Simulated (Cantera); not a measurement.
Input: 1 mol Si3N4, 0.092 mol N2O, 7.1 mol H2, held at 1823 K.

Equilibrium computed with Cantera from the NASA thermochemical tables; the gas is ideal and each condensed phase is pure. Candidate condensed phases: H2O, Si, SiO2, Si2N2O, Si3N4; 35 gas species. Mutual solubility and eutectic melting of coexisting phases are not modelled. Gases not in the tables: Si2H6 and higher silanes. Kinetics and transport are ignored.

Problem. Which condensed phases are stable at each of these points (P (Pa)): 0.100, 2.50, 63, 1600, 40000, 1000000?

Solution. 
| P (Pa) | condensed phases | Si condensed (%) |
|---|---|---|
| 0.100 | gas only | 0.0 |
| 2.50 | Si(l) | 25.8 |
| 63 | Si(l) | 94.6 |
| 1600 | Si(l) | 96.8 |
| 40000 | Si(l) + Si2N2O(s) + Si3N4(s) | 99.7 |
| 1000000 | Si2N2O(s) + Si3N4(s) | 100.0 |

At 0.100 Pa nothing is condensed. From 2.50 Pa to 16.0 mbar the condensed part is Si(l). At 0.400 bar the condensed part is Si(l) + Si2N2O(s) + Si3N4(s). At 10.0 bar the condensed part is Si2N2O(s) + Si3N4(s).
